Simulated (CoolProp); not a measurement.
C3F8 (R218) along the isobar 130 bar: density (kg/m³) from the reference equation and from simpler models built on Tc = 71.9 °C, pc = 26.40 bar, ω = 0.317; each cubic takes its own stable root.

Computed with CoolProp (reference Helmholtz-energy equation of state, Lemmon 2006). It is a short technical equation, of lower accuracy than the large ones.

```
T (°C)    phase  reference
-------  ------  ---------
-134.25  liquid       1979
-129.45  liquid       1963
-124.55  liquid       1946
-119.75  liquid       1931
-114.95  liquid       1915
-110.05  liquid       1899
-105.25  liquid       1884
-100.45  liquid       1868
-95.55   liquid       1852
-90.75   liquid       1837
-85.95   liquid       1822
-81.05   liquid       1806
-76.25   liquid       1791
-71.45   liquid       1776
```

Task: How far does each simpler model (van der Waals, Redlich-Kwong, Soave-Redlich-Kwong, Peng-Robinson) lie from the reference over these 14 states: mean and median of the absolute difference, and the worst?

Result: 
- van der Waals: mean 36.2 %, median 36.2 %, worst -37.6 % at -134.25 °C and 130 bar
- Redlich-Kwong: mean 7.6 %, median 7.5 %, worst -8.8 % at -134.25 °C and 130 bar
- Soave-Redlich-Kwong: mean 5.8 %, median 5.7 %, worst -7.6 % at -134.25 °C and 130 bar
- Peng-Robinson: mean 5.6 %, median 5.7 %, worst +7.4 % at -71.45 °C and 130 bar
